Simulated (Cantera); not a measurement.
Feed: 1 mol CH3SiCl3, 30 mol H2, at 133 Pa.

Points: T (K) = 1923, 1973, 2023, 2073, 2123, 2173, 2223, 2273, 2323, 2373, 2423, 2473, 2523, 2573.

Cantera's Mixture.equilibrate('TP', solver="vcs", rtol=1e-11, max_steps=5000) on the NASA tables stopped like this:

```
T = 1923 K  P = 133.322 Pa  gas = 33.46 mol
   x: H2 8.860e-01  HCL 8.603e-02  H 2.428e-02  CL 1.774e-03  SiCL2 8.952e-04  Si 5.188e-04  C2H2,acetylene 3.999e-04
   condensed (mol): C(gr) 0.02347  SiC(b) 0.9484
ERROR: FAILURE its = 5001!

*******************************************************************************
CanteraError thrown by MultiPhase::equilibrate:
VCS solver failed. Return code: -1
*******************************************************************************
```

Problem. What got this run through?

Solution. Several could match; the one computed here: The failure is numerical, not chemical. The same input converged with solver="gibbs", rtol=1e-10, max_steps=50000, and the result passed a check of the equilibrium conditions:
```
T = 1923 K  P = 133.322 Pa  gas = 33.46 mol
   x: H2 8.860e-01  HCL 8.603e-02  H 2.428e-02  CL 1.774e-03  SiCL2 8.952e-04  Si 5.188e-04  C2H2,acetylene 3.999e-04
   condensed (mol): C(gr) 0.02347  SiC(b) 0.9484
T = 1973 K  P = 133.322 Pa  gas = 33.67 mol
   x: H2 8.755e-01  HCL 8.448e-02  H 3.458e-02  CL 2.494e-03  Si 1.173e-03  SiCL2 9.987e-04  C2H2,acetylene 5.608e-04  SiCL 1.311e-04
   condensed (mol): C(gr) 0.04037  SiC(b) 0.9179
T = 2023 K  P = 133.322 Pa  gas = 33.98 mol
   x: H2 8.610e-01  HCL 8.245e-02  H 4.826e-02  CL 3.432e-03  Si 2.545e-03  SiCL2 1.098e-03  C2H2,acetylene 7.691e-04  SiCL 2.200e-04  SiC2 1.171e-04
   condensed (mol): C(gr) 0.0797  SiC(b) 0.8573
T = 2073 K  P = 133.322 Pa  gas = 34.43 mol
   x: H2 8.410e-01  HCL 7.979e-02  H 6.606e-02  Si 5.318e-03  CL 4.626e-03  SiCL2 1.187e-03  C2H2,acetylene 1.031e-03  SiCL 3.577e-04  SiC2 3.055e-04  Si2C 1.961e-04  SiH 1.024e-04
   condensed (mol): C(gr) 0.1654  SiC(b) 0.7355
T = 2123 K  P = 133.322 Pa  gas = 35.1 mol
   x: H2 8.136e-01  H 8.863e-02  HCL 7.630e-02  Si 1.073e-02  CL 6.100e-03  C2H2,acetylene 1.347e-03  SiCL2 1.257e-03  SiC2 7.607e-04  SiCL 5.634e-04  Si2C 4.785e-04  SiH 1.826e-04
   condensed (mol): C(gr) 0.3432  SiC(b) 0.4915
T = 2173 K  P = 133.322 Pa  gas = 36.13 mol
   x: H2 7.759e-01  H 1.164e-01  HCL 7.172e-02  Si 2.095e-02  CL 7.853e-03  SiC2 1.814e-03  C2H2,acetylene 1.712e-03  SiCL2 1.298e-03  Si2C 1.119e-03  SiCL 8.589e-04  SiH 3.144e-04
   condensed (mol): C(gr) 0.6992  SiC(b) 0.004388
T = 2223 K  P = 133.322 Pa  gas = 36.9 mol
   x: H2 7.414e-01  H 1.511e-01  HCL 6.889e-02  Si 2.154e-02  CL 1.019e-02  SiC2 2.257e-03  C2H2,acetylene 2.151e-03  SiCL2 7.543e-04  Si2C 7.420e-04  SiCL 7.107e-04  SiH 2.868e-04
   condensed (mol): C(gr) 0.645
T = 2273 K  P = 133.322 Pa  gas = 37.84 mol
   x: H2 7.009e-01  H 1.926e-01  HCL 6.497e-02  Si 2.149e-02  CL 1.289e-02  SiC2 2.700e-03  C2H2,acetylene 2.642e-03  SiCL 5.680e-04  Si2C 4.724e-04  SiCL2 4.242e-04  SiH 2.534e-04
   condensed (mol): C(gr) 0.5735
T = 2323 K  P = 133.322 Pa  gas = 38.98 mol
   x: H2 6.541e-01  H 2.412e-01  HCL 6.012e-02  Si 2.100e-02  CL 1.593e-02  C2H2,acetylene 3.167e-03  SiC2 3.136e-03  SiCL 4.426e-04  Si2C 2.941e-04  SiCL2 2.329e-04  SiH 2.187e-04
   condensed (mol): C(gr) 0.4885
T = 2373 K  P = 133.322 Pa  gas = 40.35 mol
   x: H2 6.012e-01  H 2.966e-01  HCL 5.452e-02  Si 2.019e-02  CL 1.923e-02  C2H2,acetylene 3.698e-03  SiC2 3.556e-03  SiCL 3.377e-04  SiH 1.850e-04  Si2C 1.803e-04  SiCL2 1.253e-04
   condensed (mol): C(gr) 0.3903
T = 2423 K  P = 133.322 Pa  gas = 41.98 mol
   x: H2 5.429e-01  H 3.578e-01  HCL 4.838e-02  CL 2.269e-02  Si 1.916e-02  C2H2,acetylene 4.201e-03  SiC2 3.951e-03  SiCL 2.528e-04  C2H 1.679e-04  SiH 1.537e-04  Si2C 1.095e-04  C3 1.082e-04
   condensed (mol): C(gr) 0.2774
T = 2473 K  P = 133.322 Pa  gas = 43.87 mol
   x: H2 4.805e-01  H 4.233e-01  HCL 4.195e-02  CL 2.618e-02  Si 1.799e-02  C2H2,acetylene 4.633e-03  SiC2 4.313e-03  C2H 2.766e-04  C3 2.438e-04  SiCL 1.860e-04  SiH 1.254e-04
   condensed (mol): C(gr) 0.1454
T = 2523 K  P = 133.322 Pa  gas = 46.01 mol
   x: H 4.910e-01  H2 4.162e-01  HCL 3.549e-02  CL 2.954e-02  Si 1.681e-02  C2H2,acetylene 4.865e-03  SiC2 4.572e-03  C3 5.169e-04  C2H 4.326e-04  C 1.692e-04  SiCL 1.353e-04  SiH 1.011e-04
   condensed (mol): none
T = 2573 K  P = 133.322 Pa  gas = 48.37 mol
   x: H 5.588e-01  H2 3.528e-01  CL 3.260e-02  HCL 2.930e-02  Si 1.627e-02  SiC2 4.149e-03  C2H2,acetylene 4.125e-03  C3 8.061e-04  C2H 5.452e-04  C 2.963e-04  SiCL 1.011e-04
   condensed (mol): none
```

The gas is ideal and each condensed phase is pure. The feed counts by its element totals alone. The tables' values for SiCl are old estimates; treat these amounts as uncertain. Gases not in the tables: Si2H6 and higher silanes.
